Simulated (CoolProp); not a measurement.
Computed with CoolProp (reference Helmholtz-energy equation of state, Lemmon 2006). It is a short technical equation, of lower accuracy than the large ones.

Question: Give the vapour pressure (MPa), enthalpy of vaporisation (kJ/kg), vapour Z, liquid viscosity (µPa s) of saturated n-nonane at 465.8, 474.5, 543.9 K.

Answer: 
```json
[
 {"T (K)": "465.8", "p (MPa)": "0.273", "enthalpy of vaporisation (kJ/kg)": "259", "vapour Z": "0.883", "liquid viscosity (µPa s)": "154"},
 {"T (K)": "474.5", "p (MPa)": "0.327", "enthalpy of vaporisation (kJ/kg)": "252", "vapour Z": "0.868", "liquid viscosity (µPa s)": "144"},
 {"T (K)": "543.9", "p (MPa)": "1.10", "enthalpy of vaporisation (kJ/kg)": "178", "vapour Z": "0.676", "liquid viscosity (µPa s)": "80.5"}
]
```

Viscosity comes from a separate model (Huber 2004).
